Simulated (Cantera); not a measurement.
Gas mixture: O2 = 0.24 (molar parts), at 1.01 bar, frozen composition.

Cantera's kinetic-theory transport with the Lennard-Jones parameters of GRI-Mech 3.0, ideal gas; thermal conductivity in the mixture-averaged form.

D: mixture-averaged diffusion coefficient of that species in the mixture.

```csv
T (K),ρ (kg/m³),cp (J/kg/K),μ (µPa s),λ (mW/m/K),Pr,D (cm²/s) O,D (cm²/s) H,D (cm²/s) NH3
400,0.975,941.4,25.6,33.9,0.713,0.543,2.12,0.385
600,0.650,1003,34.1,48.2,0.709,1.08,4.29,0.812
800,0.487,1055,41.4,61.4,0.710,1.76,6.99,1.35
1000,0.390,1090,[?],[?],0.710,[?],[?],[?]
1200,0.325,1114,54.0,84.9,0.708,3.45,13.8,2.73
1400,0.279,1134,59.7,95.7,0.707,4.46,17.8,3.55
1600,0.244,1151,[?],[?],0.707,[?],[?],[?]
```

**Question.** Some entries are withheld; supply them.

**Answer.** 
- 1000, μ (µPa s): 47.9
- 1000, λ (mW/m/K): 73.6
- 1000, D (cm²/s) O: 2.55
- 1000, D (cm²/s) H: 10.2
- 1000, D (cm²/s) NH3: 2.00
- 1600, μ (µPa s): 65.1
- 1600, λ (mW/m/K): 106
- 1600, D (cm²/s) O: 5.56
- 1600, D (cm²/s) H: 22.3
- 1600, D (cm²/s) NH3: 4.44
